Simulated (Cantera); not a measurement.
Charge: 1 mol Si, a varied amount of HCl, 31 mol N₂, equilibrated at 1700 K and 31.0 Pa.

Method: chemical equilibrium by Gibbs-energy minimisation in Cantera with the NASA 1993 tables (ideal gas, pure condensed phases). Candidate condensed phases: NH₄Cl, Si, Si₃N₄; 28 gas species. The tables' values for SiCl, SiCl₃, SiN are old estimates; treat these amounts as uncertain. Equilibrium is a limit: real reactors are often held back by kinetics, nucleation or transport.

x: gas mole fraction; n: condensed amount in mol.

| n(HCl) (mol) | x N₂ | x HCl | x H₂ | x SiCl₂ | x Cl | x Si | x H | n Si(l) |
|---|---|---|---|---|---|---|---|---|
| 2.2 | 0.930 | 0.0135 | 0.0256 | 0.0257 | [?] | 0.00219 | 0.00134 | 0.0488 |
| 2.8 | 0.915 | 0.0246 | 0.0283 | 0.0283 | [?] | 0.000808 | 0.00141 | 0 |
| 3.4 | 0.899 | 0.0398 | 0.0287 | 0.0284 | [?] | 0.000314 | 0.00142 | 0 |
| 4 | 0.884 | 0.0553 | 0.0287 | 0.0281 | [?] | 0.000161 | 0.00142 | 0 |
| 4.6 | 0.869 | 0.0703 | 0.0286 | 0.0276 | [?] | 9.77e-5 | 0.00142 | 0 |
| 5.2 | 0.854 | 0.0849 | 0.0285 | 0.0272 | [?] | 6.56e-5 | 0.00141 | 0 |
| 5.8 | 0.840 | 0.0991 | 0.0283 | 0.0267 | [?] | 4.72e-5 | 0.00141 | 0 |
| 6.4 | 0.827 | 0.113 | 0.0282 | 0.0263 | [?] | 3.56e-5 | 0.00141 | 0 |
| 7 | 0.813 | 0.126 | 0.0281 | 0.0259 | [?] | 2.79e-5 | 0.00140 | 0 |
| 7.6 | 0.800 | 0.139 | 0.0279 | 0.0254 | [?] | 2.25e-5 | 0.00140 | 0 |
| 8.2 | 0.788 | 0.151 | 0.0278 | 0.0250 | [?] | 1.85e-5 | 0.00140 | 0 |
| 8.8 | 0.776 | 0.164 | 0.0277 | 0.0246 | 0.00640 | 1.56e-5 | 0.00139 | 0 |
| 9.4 | 0.764 | 0.175 | 0.0276 | 0.0242 | 0.00687 | 1.33e-5 | 0.00139 | 0 |

What belongs in the gaps?


- 2.2, x Cl: 0.000551
- 2.8, x Cl: 0.000952
- 3.4, x Cl: 0.00153
- 4, x Cl: 0.00212
- 4.6, x Cl: 0.00271
- 5.2, x Cl: 0.00328
- 5.8, x Cl: 0.00383
- 6.4, x Cl: 0.00437
- 7, x Cl: 0.00490
- 7.6, x Cl: 0.00541
- 8.2, x Cl: 0.00591
